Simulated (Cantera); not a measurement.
A closed system holds: 1 mol Si, 1.2 mol Cl2, 6.5 mol H2, held at 1375 K and 0.100 bar.

Method: chemical equilibrium by Gibbs-energy minimisation in Cantera with the NASA 1993 tables (ideal gas, pure condensed phases). Candidate condensed phases: Si; 19 gas species. The tables' values for SiCl3 are old estimates; treat these amounts as uncertain. Equilibrium is a limit: real reactors are often held back by kinetics, nucleation or transport.

Base state: H2 0.804, HCl 0.116, SiCl2 0.0482, SiCl4 0.0134, SiCl3 0.0118, SiHCl3 0.00591, SiH2Cl2 0.000388 (mole fractions); condensed: Si(s).

Q: What changes in the equilibrium state with this change: temperature from 1375 K to 1625 K?

A: 
| species | before | after |
|---|---|---|
| H2 | 0.804 | 0.780 |
| HCl | 0.116 | 0.134 |
| SiCl2 | 0.0482 | 0.0804 |
| SiCl4 | 0.0134 | 0.000606 |
| SiCl3 | 0.0118 | 0.00458 |
| SiCl | 3.91e-7 | 2.13e-5 |
| Cl | 1.16e-6 | 2.66e-5 |
| Si(s), mol | 0.402 | 0.338 |
The tables' values for SiCl3, SiCl are old estimates; treat these amounts as uncertain.

Q: What changes in the equilibrium state with this change: Si replaced by SiCl4?

A: 
```
species       before     after
----------  --------  --------
H2             0.804     0.555
HCl            0.116     0.333
SiCl4         0.0134    0.0670
SiCl2         0.0482    0.0202
SiCl3         0.0118    0.0172
SiH2Cl2     0.000388  0.000112
SiHCl3       0.00591   0.00713
Si(s), mol     0.402         0
```

Q: What changes in the equilibrium state with this change: temperature from 1375 K to 873 K?

A: 
```csv
species,before,after
H2,0.804,0.905
SiCl4,0.0134,0.0652
SiHCl3,0.00591,0.0237
HCl,0.116,0.00533
SiCl2,0.0482,3.99e-5
SiCl3,0.0118,0.000210
SiH2Cl2,0.000388,0.000785
"Si(s), mol",0.402,0.364
```
